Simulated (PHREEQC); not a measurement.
A made-up water analysis in mg/L, 25 °C, pH 6.67, pe 8.6: Na 19; K 5.57; Ca 17.4; Mg 56.2; Cl 11.3; S(6) as SO4 147; Alkalinity as HCO3 196; N(5) as NO3 0.044; Sr 14.1.

Valence states are taken as typed.

The numbers come from PHREEQC with the ion-association model, phreeqc.dat.

Precipitation was switched off in this run.

**Question.** Order these C species by the share of C that they hold, largest first: HCO3-, CaHCO3+, CO2, SrHCO3+, MgHCO3+.

**Answer.** HCO3- (69 %), CO2 (30 %), MgHCO3+ (1.1 %), CaHCO3+ (0.23 %), SrHCO3+ (0.10 %)

**Question.** Order these Mg species by the share of Mg that they hold, largest first: MgSO4, Mg+2, MgHCO3+.

**Answer.** Mg+2 (87 %), MgSO4 (11 %), MgHCO3+ (2.2 %)

The pH is 6.67 and the ionic strength 0.00974 mol/kgw.
